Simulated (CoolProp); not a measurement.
Vapour-liquid equilibrium of p-xylene (1) + n-undecane (2) at 0.943 bar; x and y are mole fractions of (1).

The numbers come from the multi-fluid Helmholtz-energy mixture model, Zhou 2012 and Aleksandrov 2011; pair parameters Bell 2016 in CoolProp.

Problem. Give the bubble temperature and the first vapour's composition at x = 0.35, 0.45, 0.85. Is there an azeotrope?

Solution. x = 0.35: 438.2 K, y = 0.682; x = 0.45: 432.1 K, y = 0.774; x = 0.85: 413.9 K, y = 0.966. No azeotrope shows between x = 0.05 and 0.95.

Pair parameters are fitted to limited data, so mixtures are less certain than the pure fluids.
